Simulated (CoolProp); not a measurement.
Vapour-liquid equilibrium of R134a (1) + R142b (2) at 0.587 MPa; x and y are mole fractions of (1).

The numbers come from the multi-fluid Helmholtz-energy mixture model, Tillner-Roth 1994 and Lemmon 2006; pair parameters Bell 2016 in CoolProp.

| x | bubble temperature (°C) | y at the bubble point | dew temperature at overall composition x (°C) | liquid density (mol/L) |
|---|---|---|---|---|
| 0.05 | 42.2 | 0.094 | 43.2 | 10.63 |
| 0.15 | 38.4 | 0.256 | 40.9 | 10.78 |
| 0.25 | 35.2 | 0.389 | 38.6 | 10.93 |
| 0.35 | 32.4 | 0.502 | 36.2 | 11.07 |
| 0.45 | 30.0 | 0.599 | 33.7 | 11.20 |
| 0.55 | 27.8 | 0.684 | 31.2 | 11.34 |
| 0.65 | 26.0 | 0.760 | 28.7 | 11.47 |
| 0.75 | 24.3 | 0.831 | 26.2 | 11.61 |
| 0.85 | 22.8 | 0.899 | 23.9 | 11.75 |
| 0.95 | 21.5 | 0.966 | 21.8 | 11.90 |

No azeotrope shows between x = 0.05 and 0.95.

Pair parameters are fitted to limited data, so mixtures are less certain than the pure fluids.
